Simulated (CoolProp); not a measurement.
n-butane along the isobar 0.893 MPa: Z from the reference equation and from simpler models built on Tc = 425.1 K, pc = 3.796 MPa, ω = 0.201; each cubic takes its own stable root.

The numbers come from the reference Helmholtz-energy equation of state, Bücker 2006 in CoolProp.

| T (K) | phase | reference |
|---|---|---|
| 241 | liquid | 0.04080 |
| 255.1 | liquid | 0.03943 |
| 269.2 | liquid | 0.03827 |
| 283.3 | liquid | 0.03730 |
| 297.3 | liquid | 0.03652 |
| 311.4 | liquid | 0.03592 |
| 325.5 | liquid | 0.03550 |
| 339.5 | liquid | 0.03530 |
| 353.6 | gas | 0.8271 |
| 367.7 | gas | 0.8528 |

**Question.** How far does each simpler model (van der Waals, Redlich-Kwong, Soave-Redlich-Kwong, Peng-Robinson) lie from the reference over these 10 states: mean and median of the absolute difference, and the worst?

**Answer.** 
- van der Waals: mean 715.5 %, median 60.8 %, worst +2349.0 % at 339.5 K and 0.893 MPa
- Redlich-Kwong: mean 231.3 %, median 9.9 %, worst +2235.1 % at 339.5 K and 0.893 MPa
- Soave-Redlich-Kwong: mean 6.5 %, median 7.2 %, worst +10.0 % at 339.5 K and 0.893 MPa
- Peng-Robinson: mean 3.8 %, median 4.7 %, worst -5.2 % at 269.2 K and 0.893 MPa

At some of these states van der Waals, Redlich-Kwong gives the other phase, because its saturation line lies elsewhere.
